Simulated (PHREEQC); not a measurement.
0.36 g of hydrous ferric oxide (600 m²/g; 0.2 weak and 0.005 strong sites per Fe, Dzombak-Morel constants, diffuse double layer) in 1 kg of water with 0.01 mol/kgw of an inert sodium salt and 0.00011 mol SrCl2, at 25 °C; the pH is set by adding NaOH or the inert anion's acid. O2 is buffered at 0.21 atm. The system is closed to CO2. Precipitation was switched off in this run.

The series has 13 steps of pH, from 4 to 10.

Computed with PHREEQC (ion-association model, wateq4f.dat).

### Question
Near which pH is half of the Sr sorbed, and on which side is more sorbed?

### Answer
Near pH 9.1, with more sorbed at higher pH.

Complexes and solids missing from the database can't appear.
